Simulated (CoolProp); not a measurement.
Saturation properties of nitrous oxide.

Values from CoolProp's reference Helmholtz-energy equation of state, Lemmon 2006. It is a short technical equation, of lower accuracy than the large ones.

```tsv
T (K)	p (MPa)	liquid density (kg/m³)	vapour density (kg/m³)	enthalpy of vaporisation (kJ/kg)	liquid cp (kJ/(kg K))	surface tension (mN/m)
189.2	0.1318	1217	3.806	369.1	1.723	22.7
199.8	0.2314	1185	6.433	356.6	1.737	20.3
210.4	0.3810	1152	10.28	343.3	1.759	18.0
221	0.5949	1117	15.68	329.0	1.792	15.7
231.6	0.8883	1080	23.08	313.4	1.836	13.5
242.2	1.277	1041	33.02	296.3	1.897	11.3
252.7	1.773	999.9	46.08	277.4	1.980	9.21
263.3	2.403	954.3	63.57	255.8	2.101	7.18
273.9	3.183	903.2	87.09	230.8	2.289	5.25
284.5	4.133	844.0	119.8	200.7	2.625	3.43
295.1	5.280	769.6	168.9	161.8	3.420	1.77
```

It boils at 184.7 K under 1 atm.

Surface tension comes from a separate correlation (Mulero 2012).
